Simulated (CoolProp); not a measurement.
Vapour-liquid equilibrium of R113 (1) + benzene (2) at 0.359 bar; x and y are mole fractions of (1).

Computed with CoolProp (multi-fluid Helmholtz-energy mixture model, Marx 1992 and Thol 2012; pair parameters Bell 2016).

**Question.** Give the bubble temperature and the first vapour's composition at x = 0.05, 0.5, 0.8. Is there an azeotrope?

**Answer.** x = 0.05: 44.2 °C, y = 0.230; x = 0.5: 26.6 °C, y = 0.766; x = 0.8: 22.0 °C, y = 0.903. No azeotrope shows between x = 0.05 and 0.95.

Pair parameters are fitted to limited data, so mixtures are less certain than the pure fluids.
